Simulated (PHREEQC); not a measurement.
0.046 g of hydrous ferric oxide (600 m²/g; 0.2 weak and 0.005 strong sites per Fe, Dzombak-Morel constants, diffuse double layer) in 1 kg of water with 0.05 mol/kgw of an inert sodium salt and 2.4e-07 mol/kgw MnCl2 and 4e-07 mol/kgw CaCl2, at 25 °C; the pH is set by adding NaOH or the inert anion's acid. No oxygen is let in. The system is closed to CO2. Precipitation was switched off in this run.

Model: ion-association model, wateq4f.dat, run in PHREEQC.

Predict surface charge σ (C/m²), surface potential ψ (mV) at pH = 3, 3.5, 6.5, 8.5, 9.5.


```csv
pH,surface charge σ (C/m²),surface potential ψ (mV)
3,0.357,169
3.5,0.335,166
6.5,0.058,78
8.5,-0.010,-20
9.5,-0.046,-68
```

Complexes and solids missing from the database can't appear. The oxide is taken as insoluble; below pH 4 it would dissolve.
